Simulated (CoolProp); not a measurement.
The fluid at 293.15 K and 0.232 MPa flows at 0.23 m/s in a round tube of 50 mm bore and 15 µm roughness, fully developed (64/Re and Nu = 3.66 if laminar; Colebrook and Gnielinski if turbulent). The same conditions are run with several fluids, on thermodynamics alone (safety and materials aside).

Values from CoolProp's reference Helmholtz-energy equation of state of each fluid (R227EA: Lemmon 2016; R410A: Lemmon 2003; CF4 (R14): Platzer 1990; C2F6 (R116): Lemmon 2006; R407C: Lemmon 2003). The equations of Platzer and Polt are older, rougher fits. Blends and air are pseudo-pure fits.

```
fluid        Reynolds number  Darcy friction factor  pressure drop (Pa/m)  heat-transfer coefficient (W/(m² K))  mass flow (kg/h)
-----------  ---------------  ---------------------  --------------------  ------------------------------------  ----------------
R227EA                 17700                 0.0273                 0.251                                  12.5              28.3
R410A                   6470                 0.0351                 0.133                                  5.75              11.6
CF4 (R14)               5700                 0.0364                 0.163                                  5.91              13.7
C2F6 (R116)            11200                 0.0305                 0.217                                  9.70              21.9
R407C                   8170                 0.0330                 0.149                                  6.91              13.9
```

Transport values come from each fluid's own correlations; those of R227EA, CF4 (R14), C2F6 (R116) are estimates that may be off by 10 % or more.
